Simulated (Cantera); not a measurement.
A closed system holds: 1 mol Si₃N₄, 43 mol Cl₂, 2.1 mol H₂, at 875 °C and 24.0 Pa.

These are equilibrium values from Cantera (NASA tables, ideal gas, pure condensed phases), not measurements of a reactor. Candidate condensed phases: NH₄Cl, Si, Si₃N₄; 28 gas species. Equilibrium is a limit: real reactors are often held back by kinetics, nucleation or transport.

Base state: Cl₂ 0.665, Cl 0.141, HCl 0.0885, SiCl₄ 0.0632, N₂ 0.0421 (mole fractions); condensed: gas only.

Task: What changes in the equilibrium state with this change: Si₃N₄ replaced by BN?

Result: 
| species | before | after |
|---|---|---|
| Cl₂ | 0.665 | 0.734 |
| Cl | 0.141 | 0.149 |
| HCl | 0.0885 | 0.0862 |
| SiCl₄ | 0.0632 | 0 |
| N₂ | 0.0421 | 0.0103 |
| BCl₃ | 0 | 0.0205 |
Further candidate phases: B, BN.
